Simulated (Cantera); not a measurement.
Input (Python, Cantera) and output of one run.

```python
import numpy as np
import cantera as ct

gas_names = """
    H2O O2 H2O2
""".split()
cond_names = """
    Fe2O3(s) Fe(OH)3(s) Fe(OH)2(s)
""".split()


# ... load() reads the species with a 1 bar reference pressure and builds the phases ...
species = {s.name: s for s in load("nasa_gas.yaml", gas_names) + load("nasa_condensed.yaml", cond_names)}
# Each term lists the table entries of one substance; the one whose range holds T is used.
reactions = {
    '3 H2O(g) + Fe2O3 = 2 Fe(OH)3':
        [(-3, ['H2O']), (-1, ['Fe2O3(s)']), (2, ['Fe(OH)3(s)'])],
    '4 Fe(OH)2 + 3 O2(g) = 4 H2O2(g) + 2 Fe2O3':
        [(-4, ['Fe(OH)2(s)']), (-3, ['O2']), (4, ['H2O2']), (2, ['Fe2O3(s)'])],
}


def pick(names, T):
    return next(species[n] for n in names if species[n].thermo.min_temp <= T <= species[n].thermo.max_temp)


results = []
for label, terms in reactions.items():
    print(label)
    print("     T/K   dH/kJ  dS/(J/K)   dG/kJ   log10 K")
    for T in [923, 973, 1023, 1073, 1123, 1173, 1223, 1273, 1323, 1373]:
        used = [(nu, pick(names, T)) for nu, names in terms]
        dH = sum(nu * s.thermo.h(T) for nu, s in used) / 1e6
        dS = sum(nu * s.thermo.s(T) for nu, s in used) / 1e3
        dG = dH - T * dS / 1e3
        logK = -dG * 1e6 / (ct.gas_constant * T * np.log(10))
        results.append((label, T, dH, dS, dG, logK, [s.name for _, s in used]))
        print(f"{T:8g} {dH:8.1f} {dS:8.1f} {dG:8.1f} {logK:8.2f}")
```

Result:

```
3 H2O(g) + Fe2O3 = 2 Fe(OH)3
     T/K   dH/kJ  dS/(J/K)   dG/kJ   log10 K
     923    -98.8   -420.2    289.0   -16.36
     973    -96.6   -417.9    310.0   -16.64
    1023    -93.9   -415.2    330.8   -16.89
    1073    -91.0   -412.4    351.5   -17.11
    1123    -87.9   -409.5    372.0   -17.30
    1173    -84.6   -406.7    392.5   -17.48
    1223    -81.3   -403.9    412.7   -17.63
    1273    -77.9   -401.2    432.8   -17.76
    1323    -74.5   -398.6    452.8   -17.88
    1373    -71.1   -396.0    472.7   -17.98
4 Fe(OH)2 + 3 O2(g) = 4 H2O2(g) + 2 Fe2O3
     T/K   dH/kJ  dS/(J/K)   dG/kJ   log10 K
     923     71.5     85.1     -7.1     0.40
     973     70.0     83.6    -11.3     0.61
    1023     67.8     81.4    -15.5     0.79
    1073     65.2     78.9    -19.5     0.95
    1123     62.5     76.4    -23.4     1.09
    1173     59.7     74.0    -27.1     1.21
    1223     56.8     71.6    -30.8     1.31
    1273     54.0     69.3    -34.3     1.41
    1323     51.1     67.1    -37.7     1.49
    1373     48.4     65.1    -41.0     1.56
```

Standard-state values (1 bar) from the NASA 1993 polynomials, evaluated with Cantera. Condensed species are held in their standard states even where they would react or evaporate.
